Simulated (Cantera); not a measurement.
Input: 1 mol SiC, 0.067 mol Si, 0.21 mol N2, equilibrated at 1000 Pa.

Equilibrium computed with Cantera from the NASA thermochemical tables; the gas is ideal and each condensed phase is pure. Candidate condensed phases: C, Si, SiC, Si3N4; 20 gas species. Mutual solubility and eutectic melting of coexisting phases are not modelled. Equilibrium is a limit: real reactors are often held back by kinetics, nucleation or transport.

### Question
Which condensed phases are stable at each of these points (T (°C)): 1375, 1425, 1475, 1525, 1575, 1625, 1675, 1725, 1775, 1825, 1875, 1925, 1975?

### Answer
```tsv
T (°C)	condensed phases	Si condensed (%)
1375	SiC(s) + Si3N4(s)	100.0
1425	SiC(s) + Si3N4(s)	100.0
1475	SiC(s) + Si3N4(s)	100.0
1525	SiC(s) + Si3N4(s)	100.0
1575	Si(l) + SiC(s)	100.0
1625	Si(l) + SiC(s)	100.0
1675	Si(l) + SiC(s)	99.9
1725	Si(l) + SiC(s)	99.9
1775	Si(l) + SiC(s)	99.8
1825	Si(l) + SiC(s)	99.7
1875	Si(l) + SiC(s)	99.5
1925	Si(l) + SiC(s)	99.1
1975	Si(l) + SiC(s)	98.5
```

From 1375 °C to 1525 °C the condensed part is SiC(s) + Si3N4(s). From 1575 °C to 1975 °C the condensed part is Si(l) + SiC(s).
